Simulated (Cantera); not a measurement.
Input: 1 mol SiCl4, 0.008 mol C3H8, 17 mol H2, 0.038 mol C2H2, at 260 Pa.

Method: chemical equilibrium by Gibbs-energy minimisation in Cantera with the NASA 1993 tables (ideal gas, pure condensed phases). Candidate condensed phases: C, C6H6, C7H8, C8H18, Si, SiC; 109 gas species. Mutual solubility and eutectic melting of coexisting phases are not modelled. The tables' values for SiCl3 are old estimates; treat these amounts as uncertain. Rates play no part.

### Question
At 1050 K, list the 4 most abundant gas species with their mole fractions, and the condensed phases.

### Answer
H2 0.898, HCl 0.0565, SiCl4 0.0306, SiCl2 0.00665. Condensed: Si(s) + SiC(s).
